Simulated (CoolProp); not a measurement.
Vapour-liquid equilibrium of carbon dioxide (1) + propane (2) at 0.835 MPa; x and y are mole fractions of (1).

The numbers come from the multi-fluid Helmholtz-energy mixture model, Span 1996 and Lemmon 2009; pair parameters Kunz 2012 in CoolProp.

Task: Give the bubble temperature and the first vapour's composition at x = 0.35, 0.65, 0.8. Is there an azeotrope?

Result: x = 0.35: 239.7 K, y = 0.854; x = 0.65: 232.3 K, y = 0.914; x = 0.8: 230.6 K, y = 0.934. No azeotrope shows between x = 0.05 and 0.95.

The pair parameters rest on a limited set of measurements; away from them the model extrapolates. With so large a gap from Raoult's law the liquid may split in two, which this calculation doesn't test in full.
